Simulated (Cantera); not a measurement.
Input: 1 mol CCl4, 1.3 mol Si, 3.5 mol H2, at 550 °C and 1.00 Pa.

Method: chemical equilibrium by Gibbs-energy minimisation in Cantera with the NASA 1993 tables (ideal gas, pure condensed phases). Candidate condensed phases: C, C6H6, C7H8, C8H18, Si, SiC; 109 gas species. The tables' values for SiCl3 are old estimates; treat these amounts as uncertain. Rates play no part.

Base state: H2 0.561, HCl 0.313, SiCl4 0.126, SiHCl3 0.000274, SiCl3 0.000126, SiCl2 1.13e-5 (mole fractions); condensed: C(graphite) + SiC(s).

Problem. What changes in the equilibrium state with this change: CCl4 replaced by c-C4F8?

Solution. 
```tsv
species	before	after
HF	0	0.452
H2	0.561	0.339
SiF4	0	0.210
HCl	0.313	0
SiCl4	0.126	0
SiHCl3	0.000274	0
SiCl3	0.000126	0
SiCl2	1.13e-5	0
C(graphite), mol	0.319	4.00
SiC(s), mol	0.681	0
```
The feed counts by its element totals alone.
